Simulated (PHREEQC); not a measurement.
Dissolve 29 mmol/kgw H2SO4, 23 mmol/kgw MnSO4 and 73 mmol/kgw Fe2(SO4)3 at 48 °C. It is in equilibrium with CO2 at log p = -3.5 (atm). Otherwise closed; pH follows from the charge balance.

The numbers come from PHREEQC with the ion-association model, phreeqc.dat.

Question: The ionic strength comes out as 0.260 mol/kgw. What activity coefficients do SO4-2, FeHSO4+2, Fe(OH)2+, H+, Fe3(OH)4+5 get?

Answer: SO4-2 0.25, FeHSO4+2 0.28, Fe(OH)2+ 0.72, H+ 0.78, Fe3(OH)4+5 0.00035.

Precipitation was switched off in this run. The solution is supersaturated, for example in Hematite (slow to form), Goethite (slow to form), so a real one may precipitate; this is no full list. At this temperature some constants are extrapolated from 25 °C, and those without enthalpy data are left unchanged.
